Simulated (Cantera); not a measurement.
Input: 1 mol Fe3O4, 6.8 mol C, 0.99 mol H2, at 1325 K and 29000 Pa.

Cantera equilibrium calculation (NASA polynomials, part measured and part estimated; ideal gas, pure solids and liquids). Candidate condensed phases: C, C6H6, C7H8, C8H18, Fe, Fe(CO)5, FeO, Fe(OH)2, Fe(OH)3, Fe2O3, Fe3O4, H2O; 114 gas species. Condensed phases not in the tables: cementite and carbon dissolved in iron. Kinetics and transport are ignored.

Base state: CO 0.801, H2 0.198, CO2 0.000718, H2O 0.000331, CH4 7.64e-5 (mole fractions); condensed: C(graphite) + Fe(γ).

What changes in the equilibrium state with this change: C from 6.8 to 0.44 mol?


| species | before | after |
|---|---|---|
| H2 | 0.198 | 0.391 |
| H2O | 0.000331 | 0.302 |
| CO | 0.801 | 0.218 |
| CO2 | 0.000718 | 0.0901 |
| CH4 | 7.64e-5 | 1.75e-7 |
| C(graphite), mol | 2.80 | 0 |
| Fe(γ), mol | 3.00 | 0 |
| FeO(s), mol | 0 | 3.00 |
The tables' stoichiometric FeO is somewhat more stable than real wüstite, so its field is too wide. FeO: taken at fixed stoichiometry.

What changes in the equilibrium state with this change: temperature from 1325 K to 1225 K?


| species | before | after |
|---|---|---|
| CO | 0.801 | 0.799 |
| H2 | 0.198 | 0.198 |
| CO2 | 0.000718 | 0.00248 |
| H2O | 0.000331 | 0.000901 |
| CH4 | 7.64e-5 | 0.000149 |
| C(graphite), mol | 2.80 | 2.82 |
| Fe(γ), mol | 3.00 | 3.00 |
